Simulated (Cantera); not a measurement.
A closed system holds: 1 mol Al, 2.2 mol N2, 410 mol H2, equilibrated at 34.0 mbar.

Cantera equilibrium calculation (NASA polynomials, part measured and part estimated; ideal gas, pure solids and liquids). Candidate condensed phases: Al, AlN; 13 gas species. Kinetics and transport are ignored.

Problem. Which condensed phases are stable at each of these points (T (°C)): 1402, 1452, 1502, 1552, 1602, 1652, 1702, 1752, 1802?

Solution. 
```
T (°C)  condensed phases  Al condensed (%)
------  ----------------  ----------------
1402              AlN(s)              98.5
1452              AlN(s)              94.7
1502              AlN(s)              82.0
1552              AlN(s)              44.9
1602            gas only               0.0
1652            gas only               0.0
1702            gas only               0.0
1752            gas only               0.0
1802            gas only               0.0
```

From 1402 °C to 1552 °C the condensed part is AlN(s). From 1602 °C to 1802 °C nothing is condensed.
